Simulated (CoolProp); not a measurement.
Acetone along the isotherm 276.85 °C: Z from the reference equation and from simpler models built on Tc = 235.0 °C, pc = 4.692 MPa, ω = 0.307; each cubic takes its own stable root.

Computed with CoolProp (reference Helmholtz-energy equation of state, Lemmon 2006). It is a short technical equation, of lower accuracy than the large ones.

```json
[
 {"p (MPa)": "1.47", "phase": "gas", "reference": "0.9032", "van der Waals": "0.9182", "Redlich-Kwong": "0.9109", "Soave-Redlich-Kwong": "0.9158", "Peng-Robinson": "0.9052"},
 {"p (MPa)": "2.93", "phase": "gas", "reference": "0.7992", "van der Waals": "0.8228", "Redlich-Kwong": "0.8115", "Soave-Redlich-Kwong": "0.8234", "Peng-Robinson": "0.8035"},
 {"p (MPa)": "4.4", "phase": "gas", "reference": "0.6827", "van der Waals": "0.7011", "Redlich-Kwong": "0.6935", "Soave-Redlich-Kwong": "0.7176", "Peng-Robinson": "0.6904"},
 {"p (MPa)": "5.87", "phase": "supercritical", "reference": "0.5477", "van der Waals": "0.5158", "Redlich-Kwong": "0.5452", "Soave-Redlich-Kwong": "0.5951", "Peng-Robinson": "0.5645"},
 {"p (MPa)": "7.33", "phase": "supercritical", "reference": "0.3925", "van der Waals": "0.4137", "Redlich-Kwong": "0.4181", "Soave-Redlich-Kwong": "0.4818", "Peng-Robinson": "0.4524"},
 {"p (MPa)": "8.8", "phase": "supercritical", "reference": "0.3250", "van der Waals": "0.4372", "Redlich-Kwong": "0.4043", "Soave-Redlich-Kwong": "0.4457", "Peng-Robinson": "0.4135"},
 {"p (MPa)": "10.3", "phase": "supercritical", "reference": "0.3315", "van der Waals": "0.4771", "Redlich-Kwong": "0.4240", "Soave-Redlich-Kwong": "0.4547", "Peng-Robinson": "0.4183"},
 {"p (MPa)": "11.7", "phase": "supercritical", "reference": "0.3514", "van der Waals": "0.5181", "Redlich-Kwong": "0.4504", "Soave-Redlich-Kwong": "0.4763", "Peng-Robinson": "0.4361"},
 {"p (MPa)": "13.2", "phase": "supercritical", "reference": "?", "van der Waals": "0.5636", "Redlich-Kwong": "0.4819", "Soave-Redlich-Kwong": "0.5048", "Peng-Robinson": "0.4606"},
 {"p (MPa)": "14.7", "phase": "supercritical", "reference": "0.4046", "van der Waals": "0.6095", "Redlich-Kwong": "0.5147", "Soave-Redlich-Kwong": "0.5357", "Peng-Robinson": "0.4877"},
 {"p (MPa)": "16.1", "phase": "supercritical", "reference": "0.4309", "van der Waals": "0.6526", "Redlich-Kwong": "0.5459", "Soave-Redlich-Kwong": "0.5657", "Peng-Robinson": "0.5142"},
 {"p (MPa)": "17.6", "phase": "supercritical", "reference": "0.4594", "van der Waals": "?", "Redlich-Kwong": "0.5796", "Soave-Redlich-Kwong": "0.5984", "Peng-Robinson": "0.5432"},
 {"p (MPa)": "19.1", "phase": "supercritical", "reference": "0.4881", "van der Waals": "0.7444", "Redlich-Kwong": "0.6133", "Soave-Redlich-Kwong": "0.6313", "Peng-Robinson": "0.5725"},
 {"p (MPa)": "20.5", "phase": "supercritical", "reference": "0.5148", "van der Waals": "0.7870", "Redlich-Kwong": "0.6447", "Soave-Redlich-Kwong": "0.6621", "Peng-Robinson": "0.6000"},
 {"p (MPa)": "22", "phase": "supercritical", "reference": "0.5434", "van der Waals": "0.8324", "Redlich-Kwong": "?", "Soave-Redlich-Kwong": "0.6951", "Peng-Robinson": "0.6295"},
 {"p (MPa)": "23.5", "phase": "supercritical", "reference": "?", "van der Waals": "0.8776", "Redlich-Kwong": "0.7115", "Soave-Redlich-Kwong": "0.7281", "Peng-Robinson": "0.6589"}
]
```

### Question
Some entries are withheld; supply them.

### Answer

- 13.2, reference: 0.3771
- 17.6, van der Waals: 0.6986
- 22, Redlich-Kwong: 0.6782
- 23.5, reference: 0.5719
